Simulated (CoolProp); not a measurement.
Properties of CHF3 (R23) along the isobar 4.02 MPa.

Values from CoolProp's reference Helmholtz-energy equation of state, Penoncello 2003.

```
T (°C)    phase  expansivity (1/kK)  viscosity (µPa s)
-------  ------  ------------------  -----------------
-103.35  liquid          (withheld)                463
-86.15   liquid          (withheld)         (withheld)
-68.95   liquid               2.742                259
-51.65   liquid               3.129         (withheld)
-34.45   liquid          (withheld)                162
-17.25   liquid               4.786                128
-0.05    liquid               7.182               98.6
17.15    liquid          (withheld)               65.1
34.35       gas               13.30               17.7
51.65       gas               8.302               17.9
68.85       gas               6.298               18.3
86.05       gas          (withheld)               18.9
103.25      gas               4.447               19.5
120.45      gas               3.929               20.1
```

Task: Complete the blanks.

Result: 
- -103.35, expansivity (1/kK): 2.289
- -86.15, expansivity (1/kK): 2.479
- -86.15, viscosity (µPa s): 339
- -51.65, viscosity (µPa s): 203
- -34.45, expansivity (1/kK): 3.730
- 17.15, expansivity (1/kK): 22.36
- 86.05, expansivity (1/kK): 5.177

Viscosity comes from a separate model (Shan 2000).
